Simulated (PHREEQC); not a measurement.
A solution holds 0.0082 mol SrBr2 per kg of water, at 5 °C. It is in equilibrium with CO2 at log p = -2 (atm). Otherwise closed; pH follows from the charge balance.

All values are PHREEQC results (ion-association model, wateq4f.dat), not measurements.

Precipitation was switched off in this run.

### Question
Estimate the pH.

### Answer
pH 4.84.

### Question
In which forms is C present?

### Answer
CO2 98 %, HCO3- 2.4 % of the C.

Species that the database lacks are ignored. At this temperature some constants are extrapolated from 25 °C, and those without enthalpy data are left unchanged.
